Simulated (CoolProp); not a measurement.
Saturation properties of cyclohexane (Tc = 553.6 K, pc = 4081 kPa, ω = 0.209).

Computed with CoolProp (reference Helmholtz-energy equation of state, Zhou 2014).

| T (K) | p (kPa) | enthalpy of vaporisation (kJ/kg) | liquid cp (kJ/(kg K)) | vapour Z |
|---|---|---|---|---|
| 321.7 | 34.35 | 377.6 | 1.971 | 0.9829 |
| 347.3 | 82.82 | 360.8 | (withheld) | 0.9676 |
| 372.8 | 173.1 | 343.1 | 2.224 | 0.9452 |
| 398.3 | 324.9 | 323.9 | 2.361 | 0.9146 |
| 423.8 | (withheld) | 302.5 | (withheld) | 0.8749 |
| 449.3 | 903.6 | (withheld) | 2.681 | 0.8246 |
| 474.8 | 1381 | (withheld) | 2.889 | 0.7616 |
| 500.4 | 2026 | 212.7 | 3.180 | 0.6812 |
| 525.9 | 2868 | 163.3 | (withheld) | (withheld) |

Some entries are withheld; supply them.


- 347.3, liquid cp (kJ/(kg K)): 2.095
- 423.8, p (kPa): 560.3
- 423.8, liquid cp (kJ/(kg K)): 2.511
- 449.3, enthalpy of vaporisation (kJ/kg): 278.0
- 474.8, enthalpy of vaporisation (kJ/kg): 249.0
- 525.9, liquid cp (kJ/(kg K)): 3.781
- 525.9, vapour Z: 0.5734

It boils at 353.9 K under 1 atm.
